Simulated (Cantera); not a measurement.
Input: 1 mol MgO, 1.2 mol Cl2, 0.11 mol H2, equilibrated at 998.15 K and 160000 Pa.

Cantera equilibrium calculation (NASA polynomials, part measured and part estimated; ideal gas, pure solids and liquids). Candidate condensed phases: H2O, Mg, MgCl2, MgO, Mg(OH)2; 22 gas species. Equilibrium is a limit: real reactors are often held back by kinetics, nucleation or transport.

Base state: Cl2 0.748, HCl 0.172, O2 0.0747, H2O 0.00468, Cl 0.000258, MgCl2 0.000114 (mole fractions); condensed: MgCl2(l) + MgO(s).

What changes in the equilibrium state with this change: temperature from 998.15 K to 1525 K?


```csv
species,before,after
Cl2,0.748,0.455
MgCl2,0.000114,0.243
HCl,0.172,0.143
O2,0.0747,0.121
Cl,0.000258,0.0368
ClO,5.58e-6,0.000385
H2O,0.00468,0.000572
HOCl,9.73e-6,2.04e-5
"MgCl2(l), mol",0.187,0
"MgO(s), mol",0.813,0.631
```
